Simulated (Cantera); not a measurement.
Cantera with NASA thermochemical tables; ideal gases at 1 bar, condensed phases pure. Values are per mole of reaction as written; species without (g) are pure solids or liquids, kept so even where they would boil at 1 bar.

2 B3O3F3(g) → 2 B + 3 F2(g) + 2 B2O3(g)

```json
[
 {"T (K)": "2600", "ΔH° (kJ)": "3118.4", "ΔS° (J/K)": "519.2", "ΔG° (kJ)": "1768.4", "log10 K": "-35.53"},
 {"T (K)": "2625", "ΔH° (kJ)": "?", "ΔS° (J/K)": "?", "ΔG° (kJ)": "?", "log10 K": "?"},
 {"T (K)": "2650", "ΔH° (kJ)": "?", "ΔS° (J/K)": "?", "ΔG° (kJ)": "?", "log10 K": "?"},
 {"T (K)": "2675", "ΔH° (kJ)": "3116.9", "ΔS° (J/K)": "518.7", "ΔG° (kJ)": "1729.5", "log10 K": "-33.77"},
 {"T (K)": "2700", "ΔH° (kJ)": "?", "ΔS° (J/K)": "?", "ΔG° (kJ)": "?", "log10 K": "?"},
 {"T (K)": "2725", "ΔH° (kJ)": "3116.0", "ΔS° (J/K)": "518.3", "ΔG° (kJ)": "1703.6", "log10 K": "-32.65"},
 {"T (K)": "2750", "ΔH° (kJ)": "3115.5", "ΔS° (J/K)": "518.1", "ΔG° (kJ)": "1690.6", "log10 K": "-32.11"}
]
```

Question: What belongs in the gaps?

Answer: 
- 2625, ΔH° (kJ): 3117.9
- 2625, ΔS° (J/K): 519.0
- 2625, ΔG° (kJ): 1755.4
- 2625, log10 K: -34.93
- 2650, ΔH° (kJ): 3117.4
- 2650, ΔS° (J/K): 518.9
- 2650, ΔG° (kJ): 1742.5
- 2650, log10 K: -34.35
- 2700, ΔH° (kJ): 3116.5
- 2700, ΔS° (J/K): 518.5
- 2700, ΔG° (kJ): 1716.5
- 2700, log10 K: -33.21
